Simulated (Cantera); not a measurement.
A closed system holds: 1 mol Fe3O4, a varied amount of CO, 18 mol N2, held at 1975 K and 83.0 mbar.

Method: chemical equilibrium by Gibbs-energy minimisation in Cantera with the NASA 1993 tables (ideal gas, pure condensed phases). Candidate condensed phases: C, Fe, Fe(CO)5, FeO, Fe2O3, Fe3O4; 27 gas species. Each liquid is taken as pure. Mutual solubility and eutectic melting of coexisting phases are not modelled. The tables' stoichiometric FeO is somewhat more stable than real wüstite, so its field is too wide. FeO: taken at fixed stoichiometry. Rates play no part.

x: gas mole fraction; n: condensed amount in mol.

```tsv
n(CO) (mol)	x N2	x CO	x CO2	x O2	x Fe	x NO	n FeO(l)	n Fe(l)
0.58	0.956	0.00107	0.0298	0.0107	1.24e-5	0.00178	3.00	0
0.84	0.950	0.00228	0.0421	0.00472	1.86e-5	0.00118	3.00	0
1.2	0.937	0.0112	0.0512	0.000287	7.55e-5	0.000288	3.00	0
1.8	0.909	?	0.0506	?	?	?	2.99	0
2.6	0.873	?	0.0490	?	?	?	2.99	0
3.7	0.829	0.123	0.0469	1.99e-6	0.000906	2.26e-5	2.98	0
5.4	0.768	0.186	0.0441	7.73e-7	0.00145	1.35e-5	2.97	0
7.9	0.693	0.264	0.0407	3.30e-7	0.00223	8.40e-6	2.94	0
11	0.619	0.341	0.0375	1.67e-7	0.00313	5.65e-6	2.91	0
17	0.513	0.438	0.0457	1.50e-7	0.00331	4.86e-6	2.40	0.487
```

### Question
What belongs in the gaps?

### Answer

- 2.6, x CO: 0.0771
- 2.6, x O2: 5.57e-6
- 2.6, x Fe: 0.000542
- 2.6, x NO: 3.87e-5
- 1.8, x CO: 0.0402
- 1.8, x O2: 2.18e-5
- 1.8, x Fe: 0.000274
- 1.8, x NO: 7.82e-5
